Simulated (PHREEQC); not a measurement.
Synthetic water in mg/kgw, 30 °C, pH 7.08, pe 12.6:

```json
[
 {"constituent": "Na", "mg/kgw": "3.68"},
 {"constituent": "K", "mg/kgw": "5.58"},
 {"constituent": "Ca", "mg/kgw": "22.8"},
 {"constituent": "Mg", "mg/kgw": "27"},
 {"constituent": "Cl", "mg/kgw": "48.4"},
 {"constituent": "S(6) as SO4", "mg/kgw": "61"},
 {"constituent": "Alkalinity as HCO3", "mg/kgw": "61.3"},
 {"constituent": "Cd", "mg/kgw": "0.131"},
 {"constituent": "Li", "mg/kgw": "0.0118"}
]
```

Valence states are taken as typed.

The numbers come from PHREEQC with the ion-association model, wateq4f.dat.

No solid was allowed to form.

Order these S species by the share of S that they hold, largest first: SO4-2, MgSO4, CaSO4.

SO4-2 (83 %), MgSO4 (12 %), CaSO4 (4.9 %)

Order these Mg species by the share of Mg that they hold, largest first: MgHCO3+, Mg+2, MgSO4.

Mg+2 (92 %), MgSO4 (6.9 %), MgHCO3+ (0.80 %)

The pH is 7.08 and the ionic strength 0.00550 mol/kgw.
